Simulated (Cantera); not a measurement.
Mixture: 23.3 % H₂, 16.0 % O₂, 60.2 % N₂, 0.490 % NO, at 4.90 bar, adiabatic and at constant pressure. Ignition delay is the time to a rise of 400 K.

Model: GRI-Mech 3.0 (53 species, 325 reactions), integrated in Cantera. The hydrogen kinetics of GRI-Mech 3.0 are dated; newer H2 mechanisms differ, most at raised pressure. The mechanism lacks 2 NO + O2 → 2 NO2 and HONO, so NO2 and the effect of NO are under-described below about 1400 K. Where the delays flatten at high temperature, the 400 K rule measures the pace of heat release, not the induction time.

Task: Predict: delay at 1175 K; delay at 1250 K; delay at 1325 K; delay at 1400 K; delay at 1475 K; delay at 1550 K; delay at 1625 K.

Result: 
```
Item              Result
---------------  -------
delay at 1175 K  15.1 µs
delay at 1250 K  8.78 µs
delay at 1325 K  5.80 µs
delay at 1400 K  4.19 µs
delay at 1475 K  3.22 µs
delay at 1550 K  2.61 µs
delay at 1625 K  2.21 µs
```
